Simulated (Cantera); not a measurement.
# Aluminium and copper etching: Cu + HF + N2

A closed system holds: 1 mol Cu, 13 mol HF, 2 mol N2, at 1450 K and 13.3 mbar.

Cantera equilibrium calculation (NASA polynomials, part measured and part estimated; ideal gas, pure solids and liquids). Candidate condensed phases: Cu, CuF2; 25 gas species. Equilibrium is a limit: real reactors are often held back by kinetics, nucleation or transport.

- x(HF) = 0.864
- x(N2) = 0.133
- x(CuF) = 0.00169
- x(H2) = 0.000845
- x(Cu) = 0.000258
- x(H) = 2.38e-6
- n(Cu(l)) = 0.971 mol
- gas amount = 15.02 mol
- log10 activity of CuF2(l) (absent) = -6.63
